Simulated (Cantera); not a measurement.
A closed system holds: 1 mol acetone, 0.48 mol H₂O, 0.0075 mol O₂, held at 1098 K.

These are equilibrium values from Cantera (NASA tables, ideal gas, pure condensed phases), not measurements of a reactor. Candidate condensed phases: C, C₆H₆, C₇H₈, C₈H₁₈, H₂O; 110 gas species. The feed counts by its element totals alone. The ideal-gas law is rough above about 30 bar. The numbers say what is thermodynamically allowed, not how fast it happens.

Task: What share of the C ends up in condensed phases as a function of P (Pa), at 10, 46, 220, 1000, 4600, 22000, 100000, 460000, 2200000, 10000000?

Result: 
```tsv
P (Pa)	C condensed (%)	as
10	50.2	C(graphite)
46	50.2	C(graphite)
220	50.2	C(graphite)
1000	50.2	C(graphite)
4600	50.2	C(graphite)
22000	50.5	C(graphite)
100000	51.4	C(graphite)
460000	53.3	C(graphite)
2200000	53.6	C(graphite)
10000000	51.9	C(graphite)
```
